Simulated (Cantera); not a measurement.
A Cantera script and what it prints.

```python
import numpy as np
import cantera as ct

gas_names = """
    AL ALH ALN ALO ALOH ALO2 ALO2H AL2 AL2O AL2O2 H HALO HNO HNO2 HNO3 HO2 H2 H2O H2O2 N NH NH2 NH3
    NH2OH NO NO2 NO3 N2 N2H2 N2H4 N2O O OH O2 O3
""".split()
cond_names = """
    AL(cr) AL(L) ALN(s) AL2O3(a) AL2O3(L) H2O(s) H2O(L)
""".split()


# ... load() reads the species with a 1 bar reference pressure and builds the phases ...
atoms = {
    'AlN': {'AL': 1, 'N': 1},
    'H2O': {'H': 2, 'O': 1},
}
top_T = {'ALN(s)': 2750}  # K; cautious upper limits of use, not melting points


# ... equilibrate(T, P, feed) seeds the gas with the atoms and calls Mixture.equilibrate('TP', solver="vcs", rtol=1e-11, max_steps=5000) ...
results = []
T = 1850  # K
P = 29  # Pa
for m in [3.2, 4.3, 5.8, 7.9, 11, 15, 20]:
    feed = {'AlN': 1, 'H2O': m}  # mol
    mix = equilibrate(T, P, feed)
    results.append((T, P, feed, dict(zip(mix.species_names, mix.species_moles))))
    x = sorted(zip(gas.X, gas.species_names), reverse=True)
    print(f"T = {T:g} K  P = {P:g} Pa  n(H2O) = {m:g} mol  gas = {mix.phase_moles(0):.4g} mol")
    print("   x: " + "  ".join(f"{s} {v:.3e}" for v, s in x if v > 0.0001))
    print("   condensed (mol): " + ("  ".join(f"{mix.phase(i).name} {mix.phase_moles(i):.4g}"
          for i in range(1, mix.n_phases) if mix.phase_moles(i) > 1e-12) or "none"))
```

Result:

```
T = 1850 K  P = 29 Pa  n(H2O) = 3.2 mol  gas = 3.741 mol
   x: H2O 4.526e-01  H2 3.921e-01  N2 1.337e-01  H 1.981e-02  OH 1.689e-03
   condensed (mol): AL2O3(a) 0.5
T = 1850 K  P = 29 Pa  n(H2O) = 4.3 mol  gas = 4.849 mol
   x: H2O 5.747e-01  H2 3.022e-01  N2 1.031e-01  H 1.739e-02  OH 2.443e-03  O 1.072e-04
   condensed (mol): AL2O3(a) 0.5
T = 1850 K  P = 29 Pa  n(H2O) = 5.8 mol  gas = 6.361 mol
   x: H2O 6.721e-01  H2 2.305e-01  N2 7.858e-02  H 1.519e-02  OH 3.272e-03  O2 2.106e-04  O 1.643e-04
   condensed (mol): AL2O3(a) 0.5
T = 1850 K  P = 29 Pa  n(H2O) = 7.9 mol  gas = 8.48 mol
   x: H2O 7.493e-01  H2 1.736e-01  N2 5.893e-02  H 1.318e-02  OH 4.203e-03  O2 4.614e-04  O 2.432e-04
   condensed (mol): AL2O3(a) 0.5
T = 1850 K  P = 29 Pa  n(H2O) = 11 mol  gas = 11.61 mol
   x: H2O 8.104e-01  H2 1.285e-01  N2 4.302e-02  H 1.134e-02  OH 5.283e-03  O2 9.846e-04  O 3.553e-04
   condensed (mol): AL2O3(a) 0.5
T = 1850 K  P = 29 Pa  n(H2O) = 15 mol  gas = 15.66 mol
   x: H2O 8.512e-01  H2 9.827e-02  N2 3.187e-02  H 9.917e-03  OH 6.346e-03  O2 1.859e-03  O 4.882e-04
   condensed (mol): AL2O3(a) 0.5
T = 1850 K  P = 29 Pa  n(H2O) = 20 mol  gas = 20.75 mol
   x: H2O 8.775e-01  H2 7.846e-02  N2 2.405e-02  H 8.861e-03  OH 7.321e-03  O2 3.098e-03  O 6.303e-04  NO 1.040e-04
   condensed (mol): AL2O3(a) 0.5
```

Method: chemical equilibrium by Gibbs-energy minimisation in Cantera with the NASA 1993 tables (ideal gas, pure condensed phases).
